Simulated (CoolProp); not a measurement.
Vapour-liquid equilibrium of CH2F2 (R32) (1) + R134a (2) at 17.8 bar; x and y are mole fractions of (1).

Computed with CoolProp (multi-fluid Helmholtz-energy mixture model, Tillner-Roth 1997 and Tillner-Roth 1994; pair parameters Lemmon 2004).

Task: Give the bubble temperature and the first vapour's composition at x = 0.2, 0.35, 0.95. Is there an azeotrope?

Result: x = 0.2: 326.4 K, y = 0.307; x = 0.35: 320.4 K, y = 0.492; x = 0.95: 301.4 K, y = 0.973. No azeotrope shows between x = 0.05 and 0.95.

Pair parameters are fitted to limited data, so mixtures are less certain than the pure fluids.
